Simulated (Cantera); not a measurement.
A Cantera script and its output.

```python
import numpy as np
import cantera as ct

gas = ct.Solution("gri30.yaml")


def delay(T, t_max=10):
    gas.TPX = T, 500000, {'CH4': 1, 'CO': 0.54, 'O2': 4.45, 'N2': 16.7}
    reactor = ct.IdealGasReactor(gas, clone=False)
    net = ct.ReactorNet([reactor])
    net.rtol, net.atol = 1e-8, 1e-16
    while net.time < t_max:
        t_old, T_old = net.time, reactor.T
        net.step()
        if reactor.T > T + 400:  # ignition: a rise of 400 K
            return t_old + (T + 400 - T_old) / (reactor.T - T_old) * (net.time - t_old)
    return np.nan


taus = []
for T in [1223, 1298, 1373, 1448, 1523, 1598, 1673, 1748]:
    taus.append(delay(T))
    print(f"T0 = {T:6g} K   tau = {taus[-1]:.4e} s")
```

Result:

```
T0 =   1223 K   tau = 5.9302e-03 s
T0 =   1298 K   tau = 2.2225e-03 s
T0 =   1373 K   tau = 9.1104e-04 s
T0 =   1448 K   tau = 4.0614e-04 s
T0 =   1523 K   tau = 1.9634e-04 s
T0 =   1598 K   tau = 1.0251e-04 s
T0 =   1673 K   tau = 5.7401e-05 s
T0 =   1748 K   tau = 3.4157e-05 s
```

Model: GRI-Mech 3.0 (53 species, 325 reactions), integrated in Cantera.
